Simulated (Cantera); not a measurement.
Feed: 1 mol V2O5, 45 mol H2, 66 mol N2, equilibrated at 848 K and 1 atm.

Cantera equilibrium calculation (NASA polynomials, part measured and part estimated; ideal gas, pure solids and liquids). Candidate condensed phases: H2O, V, VN, VO, V2O3, V2O4, V2O5; 28 gas species. Condensed phases not in the tables: the oxides between V2O3 and V2O5 other than VO2. Kinetics and transport are ignored.

Base state: N2 0.595, H2 0.387, H2O 0.0180, NH3 0.000356 (mole fractions); condensed: V2O3(s).

What changes in the equilibrium state with this change: temperature from 848 K to 2100 K?


| species | before | after |
|---|---|---|
| N2 | 0.595 | 0.594 |
| H2 | 0.387 | 0.386 |
| H2O | 0.0180 | 0.0180 |
| H | <1e-9 | 0.00192 |
| VO2 | <1e-9 | 6.09e-5 |
| OH | <1e-9 | 1.07e-5 |
| NH3 | 0.000356 | 3.21e-6 |
| V2O3(s), mol | 1.00 | 0.996 |
